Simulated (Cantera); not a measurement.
# Gas activation for diamond growth

An isothermal, constant-pressure homogeneous reactor starts with 1.35 % CH4, 96.4 % H2, 0.251 % H, 2.02 % N2, at 2375 K and 0.197 atm.

Cantera simulation using GRI-Mech 3.0 (53 species, 325 reactions); the numbers are that mechanism's predictions, not measurements. GRI-Mech 3.0 stops at C3 and has no aromatics, soot or wall deposition, so with more carbon than oxygen in the feed, carbon stays in small species such as C2H2 where larger ones or solid carbon would form.

```json
[
 {"t (s)": "2.00e-6", "x CH4": "0.0130", "x H2": "0.964", "x H": "0.00219", "x C2H6": "5.85e-8", "x C2H2": "5.89e-9", "x C2H4": "1.94e-7"},
 {"t (s)": "1.50e-5", "x CH4": "0.0126", "x H2": "0.963", "x H": "0.00326", "x C2H6": "2.56e-7", "x C2H2": "2.10e-6", "x C2H4": "4.83e-6"},
 {"t (s)": "0.000112", "x CH4": "0.0106", "x H2": "0.956", "x H": "0.0104", "x C2H6": "9.62e-7", "x C2H2": "0.000293", "x C2H4": "3.69e-5"},
 {"t (s)": "0.000843", "x CH4": "0.00224", "x H2": "0.949", "x H": "0.0227", "x C2H6": "9.88e-8", "x C2H2": "0.00496", "x C2H4": "7.53e-6"},
 {"t (s)": "0.00632", "x CH4": "0.000145", "x H2": "0.945", "x H": "0.0290", "x C2H6": "5.22e-10", "x C2H2": "0.00644", "x C2H4": "1.50e-6"},
 {"t (s)": "0.0474", "x CH4": "3.40e-5", "x H2": "0.943", "x H": "0.0308", "x C2H6": "3.46e-11", "x C2H2": "0.00651", "x C2H4": "1.42e-6"},
 {"t (s)": "0.356", "x CH4": "3.35e-5", "x H2": "0.943", "x H": "0.0309", "x C2H6": "3.37e-11", "x C2H2": "0.00648", "x C2H4": "1.41e-6"},
 {"t (s)": "2.67", "x CH4": "3.31e-5", "x H2": "0.943", "x H": "0.0309", "x C2H6": "3.29e-11", "x C2H2": "0.00629", "x C2H4": "1.37e-6"},
 {"t (s)": "20.0", "x CH4": "3.07e-5", "x H2": "0.943", "x H": "0.0309", "x C2H6": "2.83e-11", "x C2H2": "0.00533", "x C2H4": "1.16e-6"}
]
```
x: mole fraction; the columns are a selection and need not sum to one.

Equilibrium at this temperature and pressure: CH4 2.54e-5, H2 0.943, H 0.0309, C2H6 1.92e-11, C2H2 0.00348, C2H4 7.58e-7 (gas phase only).
